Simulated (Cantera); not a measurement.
Si + Cl2 + H2 (chlorosilane synthesis and conversion)

A closed system holds: 1 mol Si, 0.51 mol Cl2, 0.5 mol H2, at 22.0 bar.

These are equilibrium values from Cantera (NASA tables, ideal gas, pure condensed phases), not measurements of a reactor. Candidate condensed phases: Si; 19 gas species. The tables' values for SiCl3 are old estimates; treat these amounts as uncertain. Rates play no part.

From 700 K to 1300 K the condensed part is Si(s). The main Si-bearing gas is SiCl4 throughout.

```tsv
T (K)	log p H2	log p SiCl4	log p SiHCl3	log p HCl	log p SiH2Cl2	log p SiCl3	n Si(s)
700	1.11	0.66	0.62	-2.54	-0.60	-4.10	0.707
750	1.11	0.66	0.61	-2.18	-0.57	-3.57	0.707
800	1.11	0.67	0.61	-1.87	-0.55	-3.11	0.707
850	1.11	0.67	0.60	-1.59	-0.53	-2.71	0.708
900	1.11	0.67	0.59	-1.35	-0.51	-2.35	0.708
950	1.11	0.67	0.59	-1.14	-0.50	-2.02	0.709
1000	1.11	0.68	0.58	-0.94	-0.48	-1.74	0.709
1050	1.11	0.68	0.57	-0.77	-0.48	-1.48	0.710
1100	1.11	0.68	0.56	-0.61	-0.47	-1.24	0.711
1150	1.11	0.67	0.56	-0.47	-0.46	-1.03	0.711
1200	1.11	0.67	0.55	-0.34	-0.46	-0.84	0.712
1250	1.10	0.66	0.54	-0.22	-0.46	-0.66	0.713
1300	1.10	0.65	0.52	-0.11	-0.46	-0.51	0.713
```
log p: log10 of the partial pressure in bar; n: condensed amount in mol.
